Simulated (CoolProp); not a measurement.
Acetone along the isobar 14.8 MPa: fugacity coefficient from the reference equation and from simpler models built on Tc = 508.1 K, pc = 4.692 MPa, ω = 0.307; each cubic takes its own stable root.

The numbers come from the reference Helmholtz-energy equation of state, Lemmon 2006 in CoolProp. It is a short technical equation, of lower accuracy than the large ones.

| T (K) | phase | reference |
|---|---|---|
| 196.5 | liquid | 2.808e-6 |
| 205.9 | liquid | 7.612e-6 |
| 215.3 | liquid | 1.867e-5 |
| 224.7 | liquid | 4.198e-5 |
| 234.1 | liquid | 8.749e-5 |
| 243.6 | liquid | 0.0001718 |
| 253 | liquid | 0.0003158 |
| 262.4 | liquid | 0.0005513 |
| 271.8 | liquid | 0.0009190 |

### Question
How far does each simpler model (Soave-Redlich-Kwong, Peng-Robinson) lie from the reference over these 9 states: mean and median of the absolute difference, and the worst?

### Answer
- Soave-Redlich-Kwong: mean 3.2 %, median 3.0 %, worst +7.0 % at 271.8 K and 14.8 MPa
- Peng-Robinson: mean 8.9 %, median 7.9 %, worst +14.4 % at 196.5 K and 14.8 MPa
